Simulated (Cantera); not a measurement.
Input (Python, Cantera) and output of one run.

```python
import numpy as np
import cantera as ct

gas_names = """
    H HO2 H2 H2O H2O2 Na NaH NaO NaOH Na2 Na2O Na2O2H2 O OH O2 O3
""".split()
cond_names = """
    H2O(s) H2O(L) Na(cr) Na(L) NaOH(a) NaOH(L) NaO2(s) Na2O(c) Na2O(a) Na2O(L) Na2O2(a) Na2O2(b)
""".split()


# ... load() reads the species with a 1 bar reference pressure and builds the phases ...
atoms = {
    'NaOH': {'Na': 1, 'O': 1, 'H': 1},
    'H2': {'H': 2},
    'O2': {'O': 2},
}
top_T = {'NaO2(s)': 800, 'Na2O2(b)': 940}  # K; cautious upper limits of use, not melting points


# ... equilibrate(T, P, feed) seeds the gas with the atoms and calls Mixture.equilibrate('TP', solver="vcs", rtol=1e-11, max_steps=5000) ...
results = []
T = 1475  # K
P = 17  # Pa
for m in [0.13, 0.17, 0.21, 0.27, 0.34, 0.43, 0.54, 0.67, 0.85, 1.1, 1.3, 1.7, 2.1]:
    feed = {'NaOH': 1, 'H2': 3.1, 'O2': m}  # mol
    mix = equilibrate(T, P, feed)
    results.append((T, P, feed, dict(zip(mix.species_names, mix.species_moles))))

top = {s: max(r[3][s] / sum(r[3][g] for g in gas_names) for r in results) for s in gas_names}
cols = sorted((s for s in top if top[s] > 0.0001), key=lambda s: -top[s])[:9]
seen = [c for c in cond_names if any(r[3].get(c, 0) > 1e-12 for r in results)]
print("log10 of partial pressures in bar; condensed amounts in mol")
print(f"{'n(O2)':>10s}" + "".join(f"{s[:9]:>10s}" for s in cols + seen))
for T, P, feed, n in results:
    ng = sum(n[g] for g in gas_names)
    print(f"{feed['O2']:10.4g}" + "".join(f"{np.log10(max(n[s] / ng * P / 1e5, 1e-99)):10.3f}" for s in cols)
          + "".join(f"{n.get(c, 0):10.4g}" for c in seen))
```

Result:

```
log10 of partial pressures in bar; condensed amounts in mol
     n(O2)       H2O        H2        Na        O2      NaOH        OH         H       NaO
      0.13    -4.334    -4.063    -4.435   -12.284    -6.649    -8.771    -6.918   -11.152
      0.17    -4.307    -4.078    -4.435   -12.201    -6.615    -8.737    -6.926   -11.111
      0.21    -4.282    -4.093    -4.435   -12.119    -6.582    -8.704    -6.934   -11.070
      0.27    -4.247    -4.118    -4.436   -12.000    -6.535    -8.657    -6.946   -11.011
      0.34    -4.209    -4.148    -4.436   -11.864    -6.483    -8.604    -6.961   -10.943
      0.43    -4.165    -4.190    -4.436   -11.690    -6.418    -8.538    -6.982   -10.857
      0.54    -4.116    -4.249    -4.437   -11.477    -6.341    -8.461    -7.011   -10.751
      0.67    -4.065    -4.329    -4.438   -11.214    -6.251    -8.369    -7.052   -10.621
      0.85    -4.003    -4.473    -4.440   -10.803    -6.119    -8.236    -7.123   -10.417
       1.1    -3.930    -4.810    -4.446    -9.981    -5.883    -7.994    -7.292   -10.012
       1.3    -3.884    -5.711    -4.475    -8.088    -5.415    -7.497    -7.742    -9.094
       1.7    -3.911    -7.298    -4.665    -4.966    -4.838    -6.730    -8.536    -7.723
       2.1    -3.946    -7.499    -4.725    -4.637    -4.834    -6.666    -8.636    -7.619
```

Method: chemical equilibrium by Gibbs-energy minimisation in Cantera with the NASA 1993 tables (ideal gas, pure condensed phases).
